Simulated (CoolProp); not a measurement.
Values from CoolProp's reference Helmholtz-energy equation of state, Wagner 2002.

Task: Give the vapour pressure (MPa), liquid density (kg/m³), vapour density (kg/m³), liquid cp (kJ/(kg K)) of saturated water at 378.8, 384.7, 408.4 K.

Result: 
```json
[
 {"T (K)": "378.8", "p (MPa)": "0.124", "liquid density (kg/m³)": "954", "vapour density (kg/m³)": "0.720", "liquid cp (kJ/(kg K))": "4.22"},
 {"T (K)": "384.7", "p (MPa)": "0.151", "liquid density (kg/m³)": "950", "vapour density (kg/m³)": "0.868", "liquid cp (kJ/(kg K))": "4.23"},
 {"T (K)": "408.4", "p (MPa)": "0.316", "liquid density (kg/m³)": "930", "vapour density (kg/m³)": "1.73", "liquid cp (kJ/(kg K))": "4.27"}
]
```
